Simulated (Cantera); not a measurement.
A perfectly stirred reactor is fed with CH4 : C2H6 : O2 : N2 : H2O = 1 : 0.24 : 6.04 : 22.7 : 0.92 (molar parts), equivalence ratio 0.47, at 1.01 bar; it is adiabatic with a 625 K inlet, and is followed from long to short residence time, starting on the burning branch (τ in s: 0.048, 0.018, 0.0065, 0.0024, 0.0009, 0.00033, 0.00012, 4.6e-05, 1.7e-05).

Cantera simulation using GRI-Mech 3.0 (53 species, 325 reactions); the numbers are that mechanism's predictions, not measurements.

Q: What does this change do: pressure from 1.01 bar to 15.0 bar?

A: 
```csv
quantity,before,after
"blow-out, bracketed by the residence times tried","burning at 0.330 ms, out at 0.120 ms","burning at 0.900 ms, out at 0.330 ms"
x(CH4) at τ = 48.0 ms,1.54e-5,8.44e-6
x(C2H6) at τ = 48.0 ms,9.63e-7,4.47e-7
x(O2) at τ = 48.0 ms,0.103,0.103
x(C2H2) at τ = 48.0 ms,8.62e-7,9.65e-7
x(OH) at τ = 48.0 ms,0.000988,0.000167
x(CH4) at τ = 0.900 ms,0.000253,0.000322
x(C2H6) at τ = 0.900 ms,1.54e-5,2.02e-5
x(O2) at τ = 0.900 ms,0.106,0.106
x(C2H2) at τ = 0.900 ms,1.32e-6,1.05e-5
x(OH) at τ = 0.900 ms,0.00245,0.000198
```
The pressure lies above the range GRI-Mech 3.0 was tuned for (to about 10 atm).

Q: What does this change do: N2 22.7 to 34 parts?

A: 
```tsv
quantity	before	after
blow-out, bracketed by the residence times tried	burning at 0.330 ms, out at 0.120 ms	burning at 2.40 ms, out at 0.900 ms
x(CH4) at τ = 48.0 ms	1.54e-5	4.05e-5
x(C2H6) at τ = 48.0 ms	9.63e-7	2.56e-6
x(O2) at τ = 48.0 ms	0.103	0.0759
x(C2H2) at τ = 48.0 ms	8.62e-7	6.84e-7
x(OH) at τ = 48.0 ms	0.000988	0.000349
x(CH4) at τ = 0.900 ms	0.000253	0.0237
x(C2H6) at τ = 0.900 ms	1.54e-5	0.00569
x(O2) at τ = 0.900 ms	0.106	0.143
x(C2H2) at τ = 0.900 ms	1.32e-6	<1e-12
x(OH) at τ = 0.900 ms	0.00245	<1e-12
```
